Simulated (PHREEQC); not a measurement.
**Buffer: an equilibrium model**

Consider water at 20 °C with 0.24 mol/kgw NaHCO3 and 0.0011 mol/kgw KOH. Closed to the air; pH follows from the charge balance.

Computed with PHREEQC (ion-association model, phreeqc.dat).

This is a speciation only: nothing precipitates in the calculation.

Problem. Estimate the pH, density.

Solution. pH 8.02; density 1.013 g/cm³.

Problem. In which forms is C present?

Solution. HCO3- 90 %, NaHCO3 6.1 %, CO2 1.5 %, CO3-2 1.0 %, NaCO3- 0.9 % of the C.

Species that the database lacks are ignored.
